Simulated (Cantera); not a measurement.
## Adiabatic ignition

An adiabatic, constant-volume homogeneous reactor starts with 3.01 % C3H8, 19.0 % O2, 71.6 % N2, 6.32 % H2O, at 1225 K and 3.40 bar.

Cantera simulation using GRI-Mech 3.0 (53 species, 325 reactions); the numbers are that mechanism's predictions, not measurements. GRI-Mech 3.0 was tuned for natural gas; its chemistry of propane as a main component is partial and can be far from experiment.

| t (s) | T (K) | P (bar) | x C3H8 | x O2 | x H2O | x CH2O | x H | x C2H |
|---|---|---|---|---|---|---|---|---|
| 7.00e-6 | 1225 | 3.40 | 0.0301 | 0.190 | 0.0632 | 6.52e-8 | 9.03e-9 | <1e-12 |
| 1.99e-5 | 1225 | 3.40 | 0.0301 | 0.190 | 0.0632 | 8.76e-7 | 1.51e-8 | <1e-12 |
| 5.68e-5 | 1225 | 3.40 | 0.0300 | 0.190 | 0.0632 | 1.26e-5 | 4.53e-8 | <1e-12 |
| 0.000162 | 1225 | 3.40 | 0.0298 | 0.190 | 0.0633 | 8.23e-5 | 5.90e-8 | <1e-12 |
| 0.000461 | 1226 | 3.41 | 0.0290 | 0.190 | 0.0636 | 0.000296 | 7.67e-8 | <1e-12 |
| 0.00131 | 1232 | 3.44 | 0.0257 | 0.188 | 0.0651 | 0.00113 | 2.22e-7 | <1e-12 |
| 0.00374 | 2756 | 8.02 | <1e-12 | 0.0375 | 0.161 | 2.82e-10 | 0.00183 | <1e-12 |
| 0.0107 | 2756 | 8.02 | <1e-12 | 0.0374 | 0.161 | 2.82e-10 | 0.00183 | <1e-12 |
| 0.0304 | 2756 | 8.02 | <1e-12 | 0.0374 | 0.161 | 2.82e-10 | 0.00183 | <1e-12 |
| 0.0865 | 2756 | 8.02 | <1e-12 | 0.0374 | 0.161 | 2.82e-10 | 0.00183 | <1e-12 |
| 0.246 | 2756 | 8.02 | <1e-12 | 0.0374 | 0.161 | 2.82e-10 | 0.00183 | <1e-12 |
| 0.702 | 2756 | 8.02 | <1e-12 | 0.0374 | 0.161 | 2.82e-10 | 0.00183 | <1e-12 |
| 2.00 | 2756 | 8.02 | <1e-12 | 0.0374 | 0.161 | 2.82e-10 | 0.00183 | <1e-12 |
x: mole fraction; the columns are a selection and need not sum to one.

| Property | Result |
|---|---|
| time of steepest temperature rise | 2.00 ms |
| temperature at 2.00 s | 2756 K |
| equilibrium temperature | 2756 K |
| x(C3H8) at 2.00 s | <1e-12 (gas-phase equilibrium <1e-12) |
| x(O2) at 2.00 s | 0.0374 (gas-phase equilibrium 0.0374) |
| x(H2O) at 2.00 s | 0.161 (gas-phase equilibrium 0.161) |
